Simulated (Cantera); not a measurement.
## Sublimation and decomposition of ceramics: Si₃N₄ + H₂

A closed system holds: 1 mol Si₃N₄, 1.9 mol H₂, held at 1330 Pa.

Method: chemical equilibrium by Gibbs-energy minimisation in Cantera with the NASA 1993 tables (ideal gas, pure condensed phases). Candidate condensed phases: Si, Si₃N₄; 18 gas species. Mutual solubility and eutectic melting of coexisting phases are not modelled. The tables' values for SiN are old estimates; treat these amounts as uncertain. Gases not in the tables: Si₂H₆ and higher silanes. The numbers say what is thermodynamically allowed, not how fast it happens.

| T (K) | x H₂ | x N₂ | x Si | x H | x Si₂ | n Si(l) | n Si₃N₄(s) |
|---|---|---|---|---|---|---|---|
| 1698 | 0.886 | 0.113 | 4.93e-5 | 0.00118 | 2.14e-7 | 0.362 | 0.879 |
| 1773 | 0.576 | 0.422 | 0.000160 | 0.00187 | 8.89e-7 | 2.09 | 0.305 |
| 1848 | 0.485 | 0.512 | 0.000471 | 0.00320 | 3.27e-6 | 3.00 | 0 |
| 1923 | 0.482 | 0.511 | 0.00127 | 0.00567 | 1.09e-5 | 2.99 | 0 |
| 1998 | 0.478 | 0.509 | 0.00319 | 0.00961 | 3.29e-5 | 2.99 | 0 |
| 2073 | 0.471 | 0.505 | 0.00748 | 0.0156 | 9.18e-5 | 2.97 | 0 |
| 2148 | 0.460 | 0.497 | 0.0165 | 0.0245 | 0.000238 | 2.92 | 0 |
| 2223 | 0.441 | 0.484 | 0.0345 | 0.0369 | 0.000577 | 2.84 | 0 |
| 2298 | 0.411 | 0.462 | 0.0687 | 0.0532 | 0.00132 | 2.67 | 0 |
| 2373 | 0.365 | 0.423 | 0.131 | 0.0730 | 0.00286 | 2.32 | 0 |
| 2448 | 0.293 | 0.359 | 0.239 | 0.0934 | 0.00591 | 1.54 | 0 |
| 2523 | 0.208 | 0.278 | 0.384 | 0.110 | 0.00965 | 0 | 0 |
x: gas mole fraction; n: condensed amount in mol.

From 1698 K to 1773 K the condensed part is Si(l) + Si₃N₄(s). From 1848 K to 2448 K the condensed part is Si(l). At 2523 K nothing is condensed. The main Si-bearing gas is Si throughout.
